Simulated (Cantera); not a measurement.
An adiabatic, constant-volume homogeneous reactor starts with 50.2 % H2, 10.4 % O2, 39.3 % N2, at 1025 K and 218 Torr.

Model: the H2/O2 subset of GRI-Mech 3.0, which has no nitrogen chemistry, integrated in Cantera.

x: mole fraction; the columns are a selection and need not sum to one.

| t (s) | T (K) | P (bar) | x H2 | x O2 | x H2O2 | x O | x HO2 | x OH |
|---|---|---|---|---|---|---|---|---|
| 6.00e-6 | 1025 | 0.290 | 0.502 | 0.104 | <1e-12 | 4.21e-12 | 1.32e-10 | 1.72e-12 |
| 1.86e-5 | 1025 | 0.290 | 0.502 | 0.104 | <1e-12 | 2.14e-11 | 4.32e-10 | 7.75e-12 |
| 5.79e-5 | 1025 | 0.290 | 0.502 | 0.104 | 6.58e-12 | 1.50e-10 | 1.72e-9 | 5.27e-11 |
| 0.000180 | 1025 | 0.290 | 0.502 | 0.104 | 2.27e-10 | 8.20e-9 | 4.24e-8 | 2.87e-9 |
| 0.000558 | ___ | 0.428 | ___ | ___ | ___ | ___ | ___ | ___ |
| 0.00173 | 2637 | 0.681 | 0.309 | 0.000106 | 1.79e-8 | 0.000362 | 9.31e-8 | 0.00549 |
| 0.00538 | 2643 | 0.682 | 0.309 | 0.000102 | 1.75e-8 | 0.000347 | 8.99e-8 | 0.00539 |
| 0.0167 | 2643 | 0.682 | 0.309 | 0.000102 | 1.75e-8 | 0.000347 | 8.99e-8 | 0.00539 |
| 0.0519 | 2643 | 0.682 | 0.309 | 0.000102 | 1.75e-8 | 0.000347 | 8.99e-8 | 0.00539 |
| 0.161 | 2643 | 0.682 | 0.309 | 0.000102 | 1.75e-8 | 0.000347 | 8.99e-8 | 0.00539 |
| 0.500 | 2643 | 0.682 | 0.309 | 0.000102 | 1.75e-8 | 0.000347 | 8.99e-8 | 0.00539 |

Complete the blanks.


- 0.000558, T (K): 1542
- 0.000558, x H2: 0.237
- 0.000558, x O2: 0.00469
- 0.000558, x H2O2: 3.26e-7
- 0.000558, x O: 0.00349
- 0.000558, x HO2: 1.76e-6
- 0.000558, x OH: 0.00483
